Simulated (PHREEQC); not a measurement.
# Geothermal or formation water

Synthetic water in mg/L, 60 °C, pH 6.63, pe 8.9: Na 5620; K 1820; Ca 702; Mg 1050; Cl 13500; S(6) as SO4 1420; Alkalinity as HCO3 61.6; Li 79.7; Zn 47.8; Br 705.

Valence states are taken as typed.

The numbers come from PHREEQC with the ion-association model, phreeqc.dat.

Precipitation was switched off in this run.

Question: What ionic strength does the model give?

Answer: ionic strength 0.479 mol/kgw.

Question: In which forms is Mg present?

Answer: Mg+2 87 %, MgSO4 13 % of the Mg.

Constants without temperature data keep their 25 °C values here.
